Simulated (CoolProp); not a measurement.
Water along the isotherm 726.85 °C: fugacity coefficient from the reference equation and from simpler models built on Tc = 373.9 °C, pc = 220.6 bar, ω = 0.344; each cubic takes its own stable root.

Model: reference Helmholtz-energy equation of state, Wagner 2002, in CoolProp.

```json
[
 {"p (bar)": "33.1", "phase": "gas", "reference": "0.9916"},
 {"p (bar)": "66.2", "phase": "gas", "reference": "0.9832"},
 {"p (bar)": "99.3", "phase": "gas", "reference": "0.9749"},
 {"p (bar)": "132", "phase": "gas", "reference": "0.9667"},
 {"p (bar)": "165", "phase": "gas", "reference": "0.9585"},
 {"p (bar)": "199", "phase": "gas", "reference": "0.9501"},
 {"p (bar)": "232", "phase": "supercritical", "reference": "0.9420"},
 {"p (bar)": "265", "phase": "supercritical", "reference": "0.9341"},
 {"p (bar)": "298", "phase": "supercritical", "reference": "0.9262"},
 {"p (bar)": "331", "phase": "supercritical", "reference": "0.9184"}
]
```

### Question
How far does each simpler model (Redlich-Kwong, Soave-Redlich-Kwong) lie from the reference over these 10 states: mean and median of the absolute difference, and the worst?

### Answer
- Redlich-Kwong: mean 2.3 %, median 2.4 %, worst -4.0 % at 726.85 °C and 331 bar
- Soave-Redlich-Kwong: mean 1.2 %, median 1.1 %, worst +2.4 % at 726.85 °C and 331 bar
